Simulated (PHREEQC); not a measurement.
A solution holds 38 mmol/kgw NaOH, at 20 °C. Closed to the air; pH follows from the charge balance.

The numbers come from PHREEQC with the ion-association model, wateq4f.dat.

Each row changes one thing in this solution. No solid was allowed to form.

| case | pH | ionic strength (mol/kgw) |
|---|---|---|
| as made | 12.67 | 0.0380 |
| NaOH replaced by NaF at the same molality | [?] | 0.0374 |
| diluted 5-fold with water | 12.01 | 0.00760 |
| NaOH from 0.038 to 0.0418 mol/kgw | 12.71 | 0.0418 |
| 0.0083 mol/kgw CuCl2 added | [?] | [?] |
| NaOH from 0.038 to 0.0342 mol/kgw | 12.63 | 0.0342 |
| 0.00072 mol/kgw Li2CO3 added | 12.67 | 0.0398 |
| NaOH replaced by NaAlO2 at the same molality | 9.17 | 0.0380 |
| NaOH from 0.038 to 0.38 mol/kgw | 13.57 | 0.380 |

Q: Fill in the missing entries.

A: 
- NaOH replaced by NaF at the same molality, pH: 7.89
- 0.0083 mol/kgw CuCl2 added, pH: 12.36
- 0.0083 mol/kgw CuCl2 added, ionic strength (mol/kgw): 0.0388

Species that the database lacks are ignored. Some of these states are supersaturated (in Cu(OH)2, Atacamite, Al(OH)3(a), for instance). The database's constant for dissolved Cu(OH)2 is higher than later reviews accept.
